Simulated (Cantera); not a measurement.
Input: 1 mol BCl₃, a varied amount of H₂, 0.4 mol N₂, held at 0.170 bar.

Points: T (K) = 773, 873, 973, 1073, 1173, 1273, 1373, 1473, 1573, 1673, 1773, 1873, 1973, 2073; n(H2) (mol) = 6.2, 7.3, 8.5, 10, 12, 14, 16, 19, 22, 26, 30.

Cantera's Mixture.equilibrate('TP', solver="vcs", rtol=1e-11, max_steps=5000) on the NASA tables stopped like this:

```
ERROR: FAILURE its = 5001!

*******************************************************************************
CanteraError thrown by MultiPhase::equilibrate:
VCS solver failed. Return code: -1
*******************************************************************************
```

**Question.** What got this run through?

**Answer.** Several could match; the one computed here: The failure is numerical, not chemical. The same input converged with solver="gibbs", rtol=1e-10, max_steps=50000, and the result passed a check of the equilibrium conditions:
```
    773        6.2  BN(s)
    773        7.3  BN(s)
    773        8.5  BN(s)
    773         10  BN(s)
    773         12  BN(s)
    773         14  BN(s)
    773         16  BN(s)
    773         19  BN(s)
    773         22  BN(s)
    773         26  BN(s)
    773         30  BN(s)
    873        6.2  BN(s)
    873        7.3  BN(s)
    873        8.5  BN(s)
    873         10  BN(s)
    873         12  BN(s)
    873         14  BN(s)
    873         16  BN(s)
    873         19  BN(s)
    873         22  BN(s)
    873         26  BN(s)
    873         30  BN(s)
    973        6.2  BN(s)
    973        7.3  BN(s)
    973        8.5  BN(s)
    973         10  BN(s)
    973         12  BN(s)
    973         14  BN(s)
    973         16  BN(s)
    973         19  BN(s)
    973         22  BN(s)
    973         26  BN(s)
    973         30  BN(s)
   1073        6.2  BN(s)
   1073        7.3  BN(s)
   1073        8.5  BN(s)
   1073         10  BN(s)
   1073         12  BN(s)
   1073         14  BN(s)
   1073         16  BN(s)
   1073         19  BN(s)
   1073         22  BN(s)
   1073         26  BN(s)
   1073         30  BN(s)
   1173        6.2  BN(s)
   1173        7.3  BN(s)
   1173        8.5  BN(s)
   1173         10  BN(s)
   1173         12  BN(s)
   1173         14  BN(s)
   1173         16  BN(s)
   1173         19  BN(s)
   1173         22  BN(s)
   1173         26  BN(s)
   1173         30  BN(s)
   1273        6.2  BN(s)
   1273        7.3  BN(s)
   1273        8.5  BN(s)
   1273         10  BN(s)
   1273         12  BN(s)
   1273         14  BN(s)
   1273         16  BN(s)
   1273         19  BN(s)
   1273         22  BN(s)
   1273         26  B(b) + BN(s)
   1273         30  B(b) + BN(s)
   1373        6.2  BN(s)
   1373        7.3  BN(s)
   1373        8.5  BN(s)
   1373         10  BN(s)
   1373         12  BN(s)
   1373         14  BN(s)
   1373         16  BN(s)
   1373         19  B(b) + BN(s)
   1373         22  B(b) + BN(s)
   1373         26  B(b) + BN(s)
   1373         30  B(b) + BN(s)
   1473        6.2  BN(s)
   1473        7.3  BN(s)
   1473        8.5  BN(s)
   1473         10  BN(s)
   1473         12  B(b) + BN(s)
   1473         14  B(b) + BN(s)
   1473         16  B(b) + BN(s)
   1473         19  B(b) + BN(s)
   1473         22  B(b) + BN(s)
   1473         26  B(b) + BN(s)
   1473         30  B(b) + BN(s)
   1573        6.2  BN(s)
   1573        7.3  BN(s)
   1573        8.5  BN(s)
   1573         10  B(b) + BN(s)
   1573         12  B(b) + BN(s)
   1573         14  B(b) + BN(s)
   1573         16  B(b) + BN(s)
   1573         19  B(b) + BN(s)
   1573         22  B(b) + BN(s)
   1573         26  B(b) + BN(s)
   1573         30  B(b) + BN(s)
   1673        6.2  BN(s)
   1673        7.3  B(b) + BN(s)
   1673        8.5  B(b) + BN(s)
   1673         10  B(b) + BN(s)
   1673         12  B(b) + BN(s)
   1673         14  B(b) + BN(s)
   1673         16  B(b) + BN(s)
   1673         19  B(b) + BN(s)
   1673         22  B(b) + BN(s)
   1673         26  B(b) + BN(s)
   1673         30  B(b) + BN(s)
   1773        6.2  BN(s)
   1773        7.3  B(b) + BN(s)
   1773        8.5  B(b) + BN(s)
   1773         10  B(b) + BN(s)
   1773         12  B(b) + BN(s)
   1773         14  B(b) + BN(s)
   1773         16  B(b) + BN(s)
   1773         19  B(b) + BN(s)
   1773         22  B(b) + BN(s)
   1773         26  B(b) + BN(s)
   1773         30  B(b) + BN(s)
   1873        6.2  BN(s)
   1873        7.3  B(b) + BN(s)
   1873        8.5  B(b) + BN(s)
   1873         10  B(b) + BN(s)
   1873         12  B(b) + BN(s)
   1873         14  B(b) + BN(s)
   1873         16  B(b) + BN(s)
   1873         19  B(b) + BN(s)
   1873         22  B(b) + BN(s)
   1873         26  B(b) + BN(s)
   1873         30  B(b) + BN(s)
   1973        6.2  BN(s)
   1973        7.3  BN(s)
   1973        8.5  BN(s)
   1973         10  BN(s)
   1973         12  B(b) + BN(s)
   1973         14  B(b) + BN(s)
   1973         16  B(b) + BN(s)
   1973         19  B(b) + BN(s)
   1973         22  B(b) + BN(s)
   1973         26  B(b) + BN(s)
   1973         30  B(b) + BN(s)
   2073        6.2  BN(s)
   2073        7.3  BN(s)
   2073        8.5  BN(s)
   2073         10  BN(s)
   2073         12  BN(s)
   2073         14  BN(s)
   2073         16  BN(s)
   2073         19  BN(s)
   2073         22  B(b) + BN(s)
   2073         26  B(b) + BN(s)
   2073         30  B(b) + BN(s)
```

The gas is ideal and each condensed phase is pure. N2 is the only nitrogen source here; it is nearly inert below about 1500 K, so the nitride shown seldom forms there in practice. Mutual solubility and eutectic melting of coexisting phases are not modelled. The tables' values for BCl2 are old estimates.
